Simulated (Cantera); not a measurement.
**Catalytic combustion on Pt**

An isothermal plug-flow reactor at 725 K and 750 Torr (inlet), inlet velocity 5.6 m/s, active area per volume 440 1/m; feed CO : O2 : N2 = 0.0091 : 0.089 : 0.79 (molar parts).

Computed with Cantera and Deutschmann's 1995 Pt surface mechanism with GRI-Mech 3.0 gas chemistry. Catalytic surfaces can have several steady states; this one follows from the mechanism file's or the stated starting coverage. Mass transfer to the wall is taken as infinitely fast.

| z (m) | x CO | x O2 | x H2O | x CO2 | θ free Pt | θ O* | θ CO* |
|---|---|---|---|---|---|---|---|
| 0.0006 | 0.00947 | 0.0999 | <1e-12 | 0.000780 | 0.101 | 0.0473 | 0.852 |
| 0.0013 | 0.00835 | 0.0994 | <1e-12 | 0.00191 | 0.116 | 0.0653 | 0.819 |
| 0.0028 | 0.00540 | 0.0980 | <1e-12 | 0.00487 | 0.0453 | 0.947 | 0.00812 |
| 0.006 | 0.00490 | 0.0978 | <1e-12 | 0.00537 | 0.0300 | 0.967 | 0.00317 |
| 0.013 | 0.00436 | 0.0976 | <1e-12 | 0.00592 | 0.0239 | 0.974 | 0.00177 |
| 0.028 | 0.00368 | 0.0972 | <1e-12 | 0.00660 | 0.0199 | 0.979 | 0.00103 |
| 0.06 | 0.00285 | 0.0969 | <1e-12 | 0.00744 | 0.0170 | 0.982 | 0.000580 |
x: gas mole fraction; θ: surface coverage.
